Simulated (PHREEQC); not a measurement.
Make-up at 62 °C: 0.13 mol HF, 0.009 mol NaCl and 0.00011 mol CuCl2 per kg of water. It is in equilibrium with CO2 at log p = -3.5 (atm). Otherwise closed; pH follows from the charge balance.

Equilibrium calculation in PHREEQC: ion-association model, wateq4f.dat.

Each row changes one thing in this solution. Precipitation was switched off in this run.

| case | pH | ionic strength (mol/kgw) | CuCl+ (mol/kgw) | CuCl2 (mol/kgw) | HCO3- (mol/kgw) | CuOH+ (mol/kgw) | SI of Halite (NaCl) | SI of Tenorite (CuO) |
|---|---|---|---|---|---|---|---|---|
| as made | 2.14 | 0.0174 | 6.98e-6 | 3.69e-8 | 4.06e-10 | 8.96e-11 | -5.86 | -6.35 |
| HF left out | 5.52 | 0.00931 | 8.22e-6 | 4.66e-8 | 9.48e-7 | 2.45e-7 | -5.83 | +0.48 |
| temperature from 62 to 15 °C | 2.05 | 0.0192 | 9.13e-7 | 3.06e-9 | 7.04e-10 | 7.89e-11 | -5.76 | -8.12 |
| CuCl2 from 0.00011 to 0.000121 mol/kgw | 2.14 | 0.0175 | 7.69e-6 | 4.08e-8 | 4.06e-10 | 9.85e-11 | -5.86 | -6.31 |

Complexes and solids missing from the database can't appear. Some of these states are supersaturated (in Atacamite, Tenorite (slow to form), for instance). wateq4f.dat counts part of the HF as a dimer, H2F2, which phreeqc.dat doesn't know; its constant is uncertain. Away from 25 °C the constants follow the database's enthalpies or fits; those with neither stay at their 25 °C values.
